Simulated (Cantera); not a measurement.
**c-C₄F₈ + CH₄ (fluorocarbon and chlorocarbon gases)**

Input: 1 mol c-C₄F₈, a varied amount of CH₄, at 2900 K and 1.00 Torr.

Method: chemical equilibrium by Gibbs-energy minimisation in Cantera with the NASA 1993 tables (ideal gas, pure condensed phases). Candidate condensed phases: C, C₆H₆, C₇H₈, C₈H₁₈; 95 gas species. The feed counts by its element totals alone. Kinetics and transport are ignored.

| n(CH₄) (mol) | x F | x HF | x C₃ | x CF | x H | x C | n C(graphite) |
|---|---|---|---|---|---|---|---|
| 0.029 | 0.803 | 0.0124 | 0.0776 | 0.0749 | 0.000783 | 0.0142 | 0.926 |
| 0.049 | 0.794 | 0.0209 | 0.0776 | 0.0741 | 0.00134 | 0.0142 | 0.952 |
| 0.083 | 0.781 | 0.0352 | 0.0776 | 0.0728 | 0.00230 | 0.0142 | 0.995 |
| 0.14 | 0.758 | 0.0592 | 0.0776 | 0.0707 | 0.00397 | 0.0142 | 1.07 |
| 0.24 | 0.718 | 0.101 | 0.0776 | 0.0669 | 0.00714 | 0.0142 | 1.19 |
| 0.41 | 0.650 | 0.169 | 0.0776 | 0.0606 | 0.0132 | 0.0142 | 1.41 |
| 0.71 | 0.535 | 0.284 | 0.0776 | 0.0499 | 0.0270 | 0.0142 | 1.77 |
| 1.2 | 0.361 | 0.440 | 0.0776 | 0.0337 | 0.0619 | 0.0142 | 2.29 |
x: gas mole fraction; n: condensed amount in mol.

From 0.029 mol CH₄ to 1.2 mol CH₄ the condensed part is C(graphite). The main C-bearing gas is C₃ throughout. The share of C in condensed phases is highest at 1.2 mol CH₄ (44.1 %) and lowest at 0.029 mol CH₄ (23.0 %).
